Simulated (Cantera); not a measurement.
Input (Python, Cantera):

```python
import numpy as np
import cantera as ct

gas = ct.Solution("gri30.yaml")
gas.TPX = 1673, 2100, {'C2H6': 1, 'N2': 4.6}
inlet = ct.Reservoir(gas, clone=True)

reactor = ct.IdealGasConstPressureReactor(gas, energy="off", clone=False)
exhaust = ct.Reservoir(gas, clone=True)
tau = [3.6, 1.7, 0.84, 0.4, 0.19, 0.093, 0.045, 0.021, 0.01, 0.0049][0]
for a, b in ((inlet, reactor), (reactor, exhaust)):
    ct.MassFlowController(a, b, mdot=lambda t: reactor.mass / tau)
net = ct.ReactorNet([reactor])
show = ['C2H6', 'HCN', 'H', 'C2H', 'CH3', 'C2H2', 'CH2']

rows = []
print(f"{'tau/s':>10s}{'T/K':>9s}" + "".join(f"{s:>11s}" for s in show))
for tau in [3.6, 1.7, 0.84, 0.4, 0.19, 0.093, 0.045, 0.021, 0.01, 0.0049]:
    net.initial_time = 0.0
    net.advance(30 * tau)
    before = gas.X
    net.advance(40 * tau)
    drift = np.max(np.abs(gas.X - before) / (gas.X + 1e-9))
    rows.append([gas.T, *gas[show].X, drift])
    print(f"{tau:10.3e}{gas.T:9.1f}" + "".join(f"{x:11.3e}" for x in gas[show].X))
```

Result:

```
     tau/s      T/K       C2H6        HCN          H        C2H        CH3       C2H2        CH2
 3.600e+00   1673.0  1.861e-05  3.733e-05  6.432e-04  1.604e-06  4.849e-04  1.277e-01  1.117e-06
 1.700e+00   1673.0  3.752e-05  2.858e-05  6.912e-04  1.734e-06  7.009e-04  1.264e-01  1.685e-06
 8.400e-01   1673.0  7.279e-05  2.171e-05  7.338e-04  1.854e-06  9.898e-04  1.247e-01  2.436e-06
 4.000e-01   1673.0  1.466e-04  1.591e-05  7.769e-04  1.982e-06  1.420e-03  1.223e-01  3.525e-06
 1.900e-01   1673.0  2.964e-04  1.145e-05  8.198e-04  2.117e-06  2.034e-03  1.189e-01  5.019e-06
 9.300e-02   1673.0  5.819e-04  8.256e-06  8.618e-04  2.254e-06  2.860e-03  1.145e-01  6.942e-06
 4.500e-02   1673.0  1.153e-03  5.875e-06  9.055e-04  2.397e-06  4.026e-03  1.085e-01  9.526e-06
 2.100e-02   1673.0  2.357e-03  4.094e-06  9.505e-04  2.533e-06  5.733e-03  9.984e-02  1.312e-05
 1.000e-02   1673.0  4.718e-03  2.881e-06  9.883e-04  2.610e-06  8.046e-03  8.834e-02  1.773e-05
 4.900e-03   1673.0  9.163e-03  2.060e-06  1.010e-03  2.561e-06  1.108e-02  7.376e-02  2.340e-05
```

Computed with Cantera and GRI-Mech 3.0 (53 species, 325 reactions). GRI-Mech 3.0 stops at C3 and has no aromatics, soot or wall deposition, so with more carbon than oxygen in the feed, carbon stays in small species such as C2H2 where larger ones or solid carbon would form. Radical loss at walls, strong at low pressure, is not modelled.
